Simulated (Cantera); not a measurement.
**Adiabatic ignition**

An adiabatic, constant-pressure homogeneous reactor starts with CH4 : C2H6 : O2 : N2 = 1 : 0.12 : 4.57 : 17.2 (molar parts), at 973 K and 6.60 bar.

Detailed kinetics in Cantera: GRI-Mech 3.0 (53 species, 325 reactions). Below about 1000 K GRI-Mech 3.0 lacks low-temperature oxidation paths.

```json
[
 {"t (s)": "2.00e-6", "T (K)": "973", "x CH4": "0.0437", "x C2H6": "0.00524", "x O2": "0.200", "x CH2CO": "<1e-12", "x NO": "<1e-12", "x CO": "<1e-12"},
 {"t (s)": "6.93e-6", "T (K)": "973", "x CH4": "0.0437", "x C2H6": "0.00524", "x O2": "0.200", "x CH2CO": "<1e-12", "x NO": "<1e-12", "x CO": "<1e-12"},
 {"t (s)": "2.40e-5", "T (K)": "973", "x CH4": "0.0437", "x C2H6": "0.00524", "x O2": "0.200", "x CH2CO": "<1e-12", "x NO": "<1e-12", "x CO": "<1e-12"},
 {"t (s)": "8.32e-5", "T (K)": "973", "x CH4": "0.0437", "x C2H6": "0.00524", "x O2": "0.200", "x CH2CO": "<1e-12", "x NO": "<1e-12", "x CO": "<1e-12"},
 {"t (s)": "0.000288", "T (K)": "973", "x CH4": "0.0437", "x C2H6": "0.00524", "x O2": "0.200", "x CH2CO": "<1e-12", "x NO": "<1e-12", "x CO": "<1e-12"},
 {"t (s)": "0.001000", "T (K)": "973", "x CH4": "0.0437", "x C2H6": "0.00524", "x O2": "0.200", "x CH2CO": "<1e-12", "x NO": "<1e-12", "x CO": "3.59e-12"},
 {"t (s)": "0.00346", "T (K)": "973", "x CH4": "0.0437", "x C2H6": "0.00524", "x O2": "0.200", "x CH2CO": "<1e-12", "x NO": "<1e-12", "x CO": "9.81e-11"},
 {"t (s)": "0.0120", "T (K)": "973", "x CH4": "0.0437", "x C2H6": "0.00524", "x O2": "0.200", "x CH2CO": "4.83e-12", "x NO": "<1e-12", "x CO": "5.87e-9"},
 {"t (s)": "0.0416", "T (K)": "974", "x CH4": "0.0435", "x C2H6": "0.00515", "x O2": "0.199", "x CH2CO": "2.56e-8", "x NO": "<1e-12", "x CO": "1.06e-5"},
 {"t (s)": "0.144", "T (K)": "2091", "x CH4": "<1e-12", "x C2H6": "<1e-12", "x O2": "0.0927", "x CH2CO": "<1e-12", "x NO": "0.00107", "x CO": "0.000190"},
 {"t (s)": "0.500", "T (K)": "2084", "x CH4": "<1e-12", "x C2H6": "<1e-12", "x O2": "0.0911", "x CH2CO": "<1e-12", "x NO": "0.00432", "x CO": "0.000181"},
 {"t (s)": "1.73", "T (K)": "2080", "x CH4": "<1e-12", "x C2H6": "<1e-12", "x O2": "0.0903", "x CH2CO": "<1e-12", "x NO": "0.00603", "x CO": "0.000177"},
 {"t (s)": "6.00", "T (K)": "2080", "x CH4": "<1e-12", "x C2H6": "<1e-12", "x O2": "0.0903", "x CH2CO": "<1e-12", "x NO": "0.00606", "x CO": "0.000177"}
]
```
x: mole fraction; the columns are a selection and need not sum to one.

```yaml
time_of_steepest_temperature_rise: 70.9 ms
temperature at 6.00 s: 2080 K
equilibrium_temperature: 2080 K
x(CH4) at 6.00 s: <1e-12 (gas-phase equilibrium <1e-12)
x(C2H6) at 6.00 s: <1e-12 (gas-phase equilibrium <1e-12)
x(O2) at 6.00 s: 0.0903 (gas-phase equilibrium 0.0903)
```
